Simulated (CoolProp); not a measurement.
Vapour-liquid equilibrium of ethylene (1) + ethane (2) at -30.95 °C; x and y are mole fractions of (1).

Computed with CoolProp (multi-fluid Helmholtz-energy mixture model, Smukala 2000 and Bücker 2006; pair parameters Bell 2016).

### Question
Give the bubble pressure and the first vapour's composition at x = 0.125, 0.5, 0.8. Is there an azeotrope?

### Answer
x = 0.125: 1156 kPa, y = 0.196; x = 0.5: 1472 kPa, y = 0.606; x = 0.8: 1715 kPa, y = 0.855. No azeotrope shows between x = 0.05 and 0.95.

The pair parameters rest on a limited set of measurements; away from them the model extrapolates.
